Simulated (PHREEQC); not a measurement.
Consider water at 68 °C with 120 mmol/kgw NH4HF2, 120 mmol/kgw (NH4)2SiF6, 0.45 mmol/kgw H3PO4 and 170 mmol/kgw HCl. Closed to the air; pH follows from the charge balance.

Computed with PHREEQC (ion-association model, phreeqc.dat).

```yaml
pH: 1.38
ionic_strength: 0.536 mol/kgw
activity_of_water: 0.984
density: 0.994 g/cm³
total_alkalinity: -770 meq/kg
```

```json
[
 {"species": "NH4+", "molality": "0.360", "activity": "0.202", "log γ": "-0.252"},
 {"species": "HF", "molality": "0.231", "activity": "0.262", "log γ": "0.054"},
 {"species": "Cl-", "molality": "0.170", "activity": "0.106", "log γ": "-0.206"},
 {"species": "SiF6-2", "molality": "0.120", "activity": "0.0224", "log γ": "-0.730"},
 {"species": "H+", "molality": "0.0560", "activity": "0.0418", "log γ": "-0.127"},
 {"species": "F-", "molality": "0.00299", "activity": "0.00181", "log γ": "-0.219"}
]
```

This is a speciation only: nothing precipitates in the calculation. Complexes and solids missing from the database can't appear. Away from 25 °C the constants follow the database's enthalpies or fits; those with neither stay at their 25 °C values. SiF6-2 is the database's only silicon fluoride.
